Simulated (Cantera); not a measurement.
What does this Cantera script print?

```python
import numpy as np
import cantera as ct

gas = ct.Solution("gri30.yaml")
gas.TPX = 300, 140000, {'CH4': 1, 'C2H6': 0.097, 'O2': 3.16, 'N2': 8.85}
flame = ct.FreeFlame(gas, width=0.032)
flame.set_refine_criteria(ratio=3, slope=0.08, curve=0.16)
flame.transport_model = "mixture-averaged"
flame.solve(loglevel=0, auto=True)
z, T = flame.grid, flame.T
thick = (T[-1] - T[0]) / np.gradient(T, z).max()
show = ['CH4', 'C2H6', 'O2', 'H2O', 'CH2', 'NO']
print(f"laminar burning velocity  {flame.velocity[0] * 100:.3f} cm/s")
print(f"burnt temperature         {T[-1]:.1f} K")
print(f"thermal thickness         {thick * 1e3:.4f} mm")
print(f"grid points               {len(z)}")
z0 = z[flame.heat_release_rate.argmax()]
print(f"{'z/mm':>9s}{'T/K':>9s}{'u/(m/s)':>9s}" + "".join(f"{s:>11s}" for s in show))
rows = []
for k in (-3, -2, -1.5, -1, -0.5, -0.25, 0, 0.25, 0.5, 1, 2, 4, 8):
    zz = z0 + k * thick
    rows.append([k * thick, np.interp(zz, z, T), np.interp(zz, z, flame.velocity),
                 *(np.interp(zz, z, flame.X[gas.species_index(s)]) for s in show)])
    print(f"{rows[-1][0] * 1e3:9.3f}{rows[-1][1]:9.1f}{rows[-1][2]:9.3f}" + "".join(f"{x:11.3e}" for x in rows[-1][3:]))
```

Output:

```
laminar burning velocity  41.086 cm/s
burnt temperature         2183.8 K
thermal thickness         0.2830 mm
grid points               147
     z/mm      T/K  u/(m/s)        CH4       C2H6         O2        H2O        CH2         NO
   -0.849    300.1    0.411  7.627e-02  7.399e-03  2.410e-01  1.135e-05  1.430e-21  1.468e-11
   -0.566    301.2    0.413  7.615e-02  7.393e-03  2.408e-01  1.584e-04  4.057e-19  2.375e-10
   -0.425    307.1    0.421  7.576e-02  7.381e-03  2.402e-01  9.212e-04  5.127e-17  1.606e-09
   -0.283    366.9    0.505  7.263e-02  7.254e-03  2.357e-01  8.344e-03  1.744e-13  2.480e-08
   -0.142    814.0    1.137  5.133e-02  5.290e-03  1.988e-01  5.632e-02  3.773e-08  7.508e-07
   -0.071   1256.3    1.770  2.882e-02  2.391e-03  1.560e-01  9.985e-02  2.678e-06  2.054e-06
    0.000   1663.2    2.355  6.983e-03  1.549e-04  1.086e-01  1.397e-01  2.560e-05  3.950e-06
    0.071   1833.2    2.589  4.727e-04  4.026e-07  8.272e-02  1.551e-01  6.257e-06  6.293e-06
    0.142   1897.4    2.667  1.667e-05  3.148e-10  7.410e-02  1.578e-01  3.005e-07  8.316e-06
    0.283   1977.0    2.761  2.710e-08  1.423e-15  6.862e-02  1.598e-01  6.686e-10  1.166e-05
    0.566   2061.9    2.864  5.645e-13  1.656e-22  6.535e-02  1.638e-01  2.580e-14  1.717e-05
    1.132   2130.6    2.948  9.669e-18  8.012e-30  6.347e-02  1.680e-01  5.756e-17  2.549e-05
    2.264   2169.0    2.993  4.678e-19  1.452e-31  6.260e-02  1.705e-01  1.188e-18  3.628e-05
```

Model: GRI-Mech 3.0 (53 species, 325 reactions), integrated in Cantera. Burning velocities carry a grid error of a few per cent, more on coarse grids.
